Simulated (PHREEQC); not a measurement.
Consider water at 78 °C with 0.021 mol H2S, 0.0031 mol (NH4)2HPO4 and 0.0099 mol TMAH per kg of water. Closed to the air; pH follows from the charge balance.

Computed with PHREEQC (ion-association model, wateq4f.dat).

Precipitation was switched off in this run.

What pH, ionic strength does the model give?

pH 6.58; ionic strength 0.0168 mol/kgw.

In which forms is N present?

NH4+ 96 %, NH3 4.3 % of the N.

(CH3)4N+ isn't in the database: it is added as a free cation with an ion size of 4 Å. H3PO4, which wateq4f.dat lacks, is added to it with the constant of phreeqc.dat. Away from 25 °C the constants follow the database's enthalpies or fits; those with neither stay at their 25 °C values. The polysulfide entries of wateq4f.dat were taken out for this run.
